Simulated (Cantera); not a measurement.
Mixture: CH4 : CO : O2 : N2 = 1 : 0.45 : 3.01 : 9.32 (molar parts), equivalence ratio 0.74, at 3750 Torr, adiabatic and at constant volume. Ignition delay is the time to a rise of 400 K.

Detailed kinetics in Cantera: GRI-Mech 3.0 (53 species, 325 reactions).

Problem. What does this change do: N2 9.32 to 23 parts?

Solution. 
```tsv
quantity	before	after
delay at 1300 K	2.35 ms	5.35 ms
delay at 1500 K	0.248 ms	0.537 ms
delay at 1700 K	44.6 µs	85.5 µs
delay at 1900 K	12.4 µs	21.9 µs
delay at 2100 K	4.61 µs	8.03 µs
apparent activation energy between 1900 and 2100 K	160 kJ/mol	170 kJ/mol
```

Problem. What does this change do: CO 0.45 to 0.15 parts?

Solution. 
| quantity | before | after |
|---|---|---|
| delay at 1300 K | 2.35 ms | 2.08 ms |
| delay at 1500 K | 0.248 ms | 0.237 ms |
| delay at 1700 K | 44.6 µs | 43.9 µs |
| delay at 1900 K | 12.4 µs | 12.3 µs |
| delay at 2100 K | 4.61 µs | 4.59 µs |
| apparent activation energy between 1900 and 2100 K | 160 kJ/mol | 160 kJ/mol |
